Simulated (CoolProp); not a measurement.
Vapour-liquid equilibrium of R124 (1) + R142b (2) at 0.38 MPa; x and y are mole fractions of (1).

Model: multi-fluid Helmholtz-energy mixture model, de Vries 1995 and Lemmon 2006; pair parameters Bell 2016, in CoolProp.

```
x     bubble temperature (K)  y at the bubble point  dew temperature at overall composition x (K)  liquid density (mol/L)
----  ----------------------  ---------------------  --------------------------------------------  ----------------------
0.05                   301.9                  0.054                                         301.9                   10.90
0.2                    301.4                  0.213                                         301.5                   10.74
0.35                   301.0                  0.369                                         301.0                   10.58
0.5                    300.5                  0.524                                         300.5                   10.43
0.65                   299.9                  0.676                                         300.0                   10.28
0.8                    299.1                  0.822                                         299.2                   10.13
0.95                   298.2                  0.958                                         298.3                   9.985
```

No azeotrope shows between x = 0.05 and 0.95.

Pair parameters are fitted to limited data, so mixtures are less certain than the pure fluids.
